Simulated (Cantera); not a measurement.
Mixture: CH₄ : O₂ : N₂ = 1 : 3.57 : 19.3 (molar parts), at 4.93 atm, adiabatic and at constant volume. Ignition delay is the time to a rise of 400 K.

Model: GRI-Mech 3.0 (53 species, 325 reactions), integrated in Cantera.

Predict: delay at 1275 K; delay at 1375 K; delay at 1475 K; delay at 1575 K; delay at 1675 K; delay at 1775 K; apparent activation energy between 1575 and 1775 K.


| Item | Result |
|---|---|
| delay at 1275 K | 3.99 ms |
| delay at 1375 K | 1.27 ms |
| delay at 1475 K | 0.447 ms |
| delay at 1575 K | 0.175 ms |
| delay at 1675 K | 76.6 µs |
| delay at 1775 K | 37.4 µs |
| apparent activation energy between 1575 and 1775 K | 180 kJ/mol |
